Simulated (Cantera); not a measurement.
# Ignition delay

Mixture: CH₄ : O₂ : N₂ = 1 : 1.3 : 8.45 (molar parts), equivalence ratio 1.5, at 9.87 atm, adiabatic and at constant pressure. Ignition delay is the time to a rise of 400 K.

Detailed kinetics in Cantera: GRI-Mech 3.0 (53 species, 325 reactions).

| T0 (K) | delay (ms) |
|---|---|
| 1025 | 103 |
| 1125 | 25.2 |
| 1225 | 7.36 |
| 1325 | 2.39 |
| 1425 | 0.834 |
| 1525 | 0.306 |
| 1625 | 0.119 |
| 1725 | 0.0497 |
| 1825 | 0.0229 |
| 1925 | 0.0116 |

- apparent activation energy between 1725 and 1925 K = 200 kJ/mol
